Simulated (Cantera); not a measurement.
Input: 1 mol Fe, 0.015 mol H₂S, 2.5 mol N₂, 1.2 mol CO₂, held at 1950 K and 1.30 bar.

Cantera equilibrium calculation (NASA polynomials, part measured and part estimated; ideal gas, pure solids and liquids). Candidate condensed phases: C, C₆H₆, C₇H₈, C₈H₁₈, Fe, Fe(CO)₅, FeO, Fe(OH)₂, Fe(OH)₃, FeS, FeSO₄, FeS₂, Fe₂O₃, Fe₂(SO₄)₃, Fe₃O₄, H₂O, H₂SO₄, S; 154 gas species. The tables' stoichiometric FeO is somewhat more stable than real wüstite, so its field is too wide. FeO: taken at fixed stoichiometry. Equilibrium is a limit: real reactors are often held back by kinetics, nucleation or transport.

Base state: N₂ 0.671, CO 0.271, CO₂ 0.0505, H₂ 0.00214, H₂O 0.00175, S₂ 0.00127, SO₂ 0.000603, SO 0.000351 (mole fractions); condensed: FeO(l).

Q: What changes in the equilibrium state with this change: temperature from 1950 K to 1148 K?

A: 
```tsv
species	before	after
N₂	0.671	0.673
CO	0.271	0.266
CO₂	0.0505	0.0570
Fe	8.98e-5	<1e-9
SO₂	0.000603	<1e-9
SO	0.000351	<1e-9
S₂	0.00127	6.74e-9
S	7.12e-5	<1e-9
FeO(l), mol	1.000	0
FeO(s), mol	0	0.985
FeS(s), mol	0	0.0149
```
Mutual solubility and eutectic melting of coexisting phases are not modelled. FeO, FeS: taken at fixed stoichiometry.

Q: What changes in the equilibrium state with this change: pressure from 1.30 bar to 13.3 mbar?

A: 
```
species        before     after
-----------  --------  --------
N₂              0.671     0.665
CO              0.271     0.265
CO₂            0.0505    0.0537
Fe            8.98e-5   0.00805
FeO           1.29e-6  0.000126
H₂S           5.92e-5   1.77e-6
COS          0.000270   8.53e-6
NO            1.88e-6   2.01e-5
OH            3.45e-6   3.56e-5
FeO(l), mol     1.000     0.969
```
